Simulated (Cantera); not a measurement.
A perfectly stirred reactor is fed with CH₄ : CO₂ = 1 : 1.6 (molar parts), at 16500 Torr; it is held at 1625 K, and followed from long to short residence time.

Computed with Cantera and GRI-Mech 3.0 (53 species, 325 reactions). The pressure lies above the range GRI-Mech 3.0 was tuned for (to about 10 atm).

```tsv
quantity	before	after
x(CH₄) at τ = 1.10 s	0.0673	0.0262
x(CO₂) at τ = 1.10 s	0.118	0.235
x(CO) at τ = 1.10 s	0.438	0.435
x(CH₂O) at τ = 1.10 s	1.92e-6	1.92e-6
x(H₂O) at τ = 1.10 s	0.156	0.180
x(CH₄) at τ = 79.0 ms	0.0933	0.0523
x(CO₂) at τ = 79.0 ms	0.233	0.382
x(CO) at τ = 79.0 ms	0.285	0.273
x(CH₂O) at τ = 79.0 ms	5.02e-6	8.43e-6
x(H₂O) at τ = 79.0 ms	0.194	0.181
```

Task: Which change was made?
A. CO2 1.6 to 0.63 parts
B. temperature 1625 to 1825 K
C. temperature 1625 to 1925 K
D. CH4 1 to 0.53 parts

Result: D, CH4 1 to 0.53 parts
